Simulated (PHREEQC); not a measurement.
0.5 mol of Anglesite (PbSO4) is brought to equilibrium with 1 kg of water holding 0.025 mol/kgw KCl, with rising amounts of CaBr2, at 25 °C. Oxygen is held at 0.21 atm. No CO2 enters from the air. Solids allowed: Anglesite, Gypsum, Sylvite, Pb(OH)2. Others were left out.

Model: ion-association model, phreeqc.dat, run in PHREEQC.

| CaBr2 added (mol) | pH | dissolved Pb (mol/kgw) | dissolved S (mol/kgw) | PbBr+ (mol/kgw) | CaSO4 (mol/kgw) |
|---|---|---|---|---|---|
| 0 | 5.84 | 0.000315 | 0.000315 | 0 | 0 |
| 0.00208 | 5.83 | 0.000355 | 0.000355 | 2.58e-5 | 2.89e-5 |
| 0.00417 | 5.83 | 0.000393 | 0.000393 | 5.19e-5 | 5.51e-5 |
| 0.00625 | 5.83 | 0.000429 | 0.000429 | 7.78e-5 | 7.93e-5 |
| 0.00833 | 5.83 | 0.000463 | 0.000463 | 0.000104 | 0.000102 |
| 0.0104 | 5.83 | 0.000496 | 0.000496 | 0.000129 | 0.000123 |
| 0.0125 | 5.83 | 0.000528 | 0.000528 | 0.000154 | 0.000144 |
| 0.0146 | 5.83 | 0.000560 | 0.000560 | 0.000179 | 0.000165 |
| 0.0167 | 5.83 | 0.000590 | 0.000590 | 0.000204 | 0.000184 |
| 0.0187 | 5.83 | 0.000619 | 0.000619 | 0.000227 | 0.000202 |
| 0.0208 | 5.83 | 0.000648 | 0.000648 | 0.000251 | 0.000221 |
| 0.0229 | 5.83 | 0.000676 | 0.000676 | 0.000275 | 0.000239 |
| 0.025 | 5.83 | 0.000704 | 0.000704 | 0.000299 | 0.000257 |
